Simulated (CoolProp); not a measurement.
Aqueous potassium formate as a coolant, 34 % by mass, freezing at -26.1 °C, 1 atm.

The numbers come from the Melinder's fits for secondary coolants in CoolProp.

```csv
T (°C),conductivity (W/(m K)),cp (kJ/(kg K)),Prandtl number,density (kg/m³)
-5.3,0.502,2.986,19.9,1228
-2.2,0.505,2.991,18.0,1227
0.9,0.509,2.997,16.4,1225
3.9,0.513,3.002,15.0,1224
7,0.516,3.008,13.8,(withheld)
10,0.520,3.013,12.8,1222
13.1,(withheld),(withheld),(withheld),1221
16.2,0.528,3.024,11.0,1220
19.2,0.531,3.029,10.3,1218
22.3,0.535,(withheld),9.67,1217
25.4,0.539,3.040,9.08,1216
28.4,0.542,3.046,8.56,1215
31.5,0.546,3.052,8.07,1213
```

Q: What belongs in the gaps?

A: 
- 7, density (kg/m³): 1223
- 13.1, conductivity (W/(m K)): 0.524
- 13.1, cp (kJ/(kg K)): 3.018
- 13.1, Prandtl number: 11.9
- 22.3, cp (kJ/(kg K)): 3.035
